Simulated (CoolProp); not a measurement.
Vapour-liquid equilibrium of neopentane (1) + n-pentane (2) at 0.0479 MPa; x and y are mole fractions of (1).

Values from CoolProp's multi-fluid Helmholtz-energy mixture model, Lemmon 2006 and Thol 2019; pair parameters Bell 2016.

| x | bubble temperature (K) | y at the bubble point | dew temperature at overall composition x (K) | liquid density (mol/L) |
|---|---|---|---|---|
| 0.05 | 286.9 | ___ | 288.1 | 8.738 |
| 0.15 | 283.1 | 0.325 | 286.4 | 8.737 |
| 0.25 | 279.8 | 0.480 | 284.6 | 8.732 |
| 0.35 | ___ | 0.601 | ___ | 8.722 |
| 0.45 | 274.2 | 0.698 | 280.5 | 8.709 |
| 0.55 | 271.9 | 0.776 | 278.1 | 8.694 |
| 0.65 | ___ | 0.841 | 275.6 | 8.677 |
| 0.75 | ___ | 0.895 | 272.7 | 8.658 |
| 0.85 | 266.0 | 0.942 | 269.4 | 8.638 |
| 0.95 | 264.3 | 0.982 | 265.6 | ___ |

Fill in the missing entries.


- 0.05, y at the bubble point: 0.124
- 0.35, bubble temperature (K): 276.9
- 0.35, dew temperature at overall composition x (K): 282.6
- 0.65, bubble temperature (K): 269.7
- 0.75, bubble temperature (K): 267.8
- 0.95, liquid density (mol/L): 8.617

No azeotrope shows between x = 0.05 and 0.95.

Pair parameters are fitted to limited data, so mixtures are less certain than the pure fluids.
